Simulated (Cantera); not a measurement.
A perfectly stirred reactor is fed with C₃H₈ : O₂ : N₂ = 1 : 3.33 : 12.5 (molar parts), equivalence ratio 1.5, at 400000 Pa; it is adiabatic with a 450 K inlet, and is followed from long to short residence time, starting on the burning branch (τ in s: 0.25, 0.093, 0.034, 0.012, 0.0045, 0.0017, 0.00061, 0.00022, 8.1e-05).

Detailed kinetics in Cantera: GRI-Mech 3.0 (53 species, 325 reactions). GRI-Mech 3.0 was tuned for natural gas; its chemistry of propane as a main component is partial and can be far from experiment.

Predict: blow-out, bracketed by the residence times tried; x(C₃H₈) at τ = 0.250 s; x(O₂) at τ = 0.250 s; x(OH) at τ = 0.250 s; x(HO₂) at τ = 0.250 s; x(CH₃) at τ = 0.250 s; x(C₃H₈) at τ = 4.50 ms; x(O₂) at τ = 4.50 ms; x(OH) at τ = 4.50 ms; x(HO₂) at τ = 4.50 ms; x(CH₃) at τ = 4.50 ms.


| Quantity | Value |
|---|---|
| blow-out, bracketed by the residence times tried | burning at 0.220 ms, out at 81.0 µs |
| x(C₃H₈) at τ = 0.250 s | 1.01e-7 |
| x(O₂) at τ = 0.250 s | 2.39e-5 |
| x(OH) at τ = 0.250 s | 0.000117 |
| x(HO₂) at τ = 0.250 s | 7.03e-9 |
| x(CH₃) at τ = 0.250 s | 1.45e-5 |
| x(C₃H₈) at τ = 4.50 ms | 4.44e-6 |
| x(O₂) at τ = 4.50 ms | 0.000739 |
| x(OH) at τ = 4.50 ms | 0.000228 |
| x(HO₂) at τ = 4.50 ms | 3.05e-7 |
| x(CH₃) at τ = 4.50 ms | 0.000260 |
